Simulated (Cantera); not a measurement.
## Carbon deposition, reforming and gasification: C2H5OH + H2O

Feed: 1 mol C2H5OH, a varied amount of H2O, held at 2000 K and 101000 Pa.

Cantera equilibrium calculation (NASA polynomials, part measured and part estimated; ideal gas, pure solids and liquids). Candidate condensed phases: C, C6H6, C7H8, C8H18, H2O; 110 gas species. Equilibrium is a limit: real reactors are often held back by kinetics, nucleation or transport.

```csv
n(H2O) (mol),x H2,x CO,x H2O,x CO2,x H,x C2H2 (acetylene),n C(graphite)
0.56,0.693,0.305,2.51e-5,2.40e-6,0.00135,0.000533,0.434
0.67,0.685,0.313,2.54e-5,2.53e-6,0.00134,0.000526,0.323
0.8,0.677,0.321,2.58e-5,2.67e-6,0.00133,0.000520,0.193
0.95,0.668,0.330,2.62e-5,2.83e-6,0.00132,0.000513,0.0429
1.1,0.656,0.326,0.0148,0.00160,0.00131,1.49e-9,0
1.4,0.630,0.306,0.0565,0.00599,0.00128,7.97e-11,0
1.6,0.614,0.294,0.0822,0.00860,0.00127,3.21e-11,0
1.9,0.591,0.278,0.118,0.0121,0.00124,1.23e-11,0
2.3,0.563,0.258,0.162,0.0161,0.00121,4.91e-12,0
2.8,0.532,0.236,0.210,0.0203,0.00118,2.06e-12,0
3.3,0.505,0.217,0.253,0.0237,0.00115,1.02e-12,0
```
x: gas mole fraction; n: condensed amount in mol.

From 0.56 mol H2O to 0.95 mol H2O the condensed part is C(graphite). From 1.1 mol H2O to 3.3 mol H2O nothing is condensed. The main C-bearing gas is CO throughout.
